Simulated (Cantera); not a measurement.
**Ignition delay**

Mixture: CH3OH : O2 : N2 = 1 : 1.61 : 6.94 (molar parts), equivalence ratio 0.93, at 101000 Pa, adiabatic and at constant pressure. Ignition delay is the time to a rise of 400 K.

Model: GRI-Mech 3.0 (53 species, 325 reactions), integrated in Cantera. GRI-Mech 3.0 was tuned for natural gas; its chemistry of methanol as a main component is partial and can be far from experiment.

```tsv
T0 (K)	delay (ms)
1075	100
1175	15.1
1275	3.16
1375	0.870
1475	0.302
1575	0.127
```

apparent activation energy between 1375 and 1575 K: 170 kJ/mol
